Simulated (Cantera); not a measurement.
Charge: 1 mol CuO, 2.1 mol CO, equilibrated at 2575 K.

Cantera equilibrium calculation (NASA polynomials, part measured and part estimated; ideal gas, pure solids and liquids). Candidate condensed phases: C, Cu, CuO, Cu2O; 15 gas species. Rates play no part.

Q: At 52.0 Pa, list the 6 most abundant gas species with their mole fractions, and the condensed phases.

A: CO 0.510, Cu 0.261, O 0.161, CO2 0.0378, O2 0.0311, CuO 7.21e-5. Condensed: gas only.
